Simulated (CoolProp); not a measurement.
Properties of n-decane at several states.

Values from CoolProp's reference Helmholtz-energy equation of state, Lemmon 2006. It is a short technical equation, of lower accuracy than the large ones.

| T (K) | p (bar) | phase | cp (kJ/(kg K)) | conductivity (mW/(m K)) | Prandtl number |
|---|---|---|---|---|---|
| 309.4 | 8.71 | liquid | 2.234 | 127 | 12.9 |
| 442.8 | 0.113 | gas | 2.282 | 21.1 | 0.835 |
| 481.2 | 62.7 | liquid | 2.916 | 93.4 | 5.61 |
| 558.8 | 6.6 | gas | 2.904 | 33.1 | 0.865 |

Viscosity comes from a separate model (Huber 2004). Thermal conductivity comes from a separate model (Huber 2005).
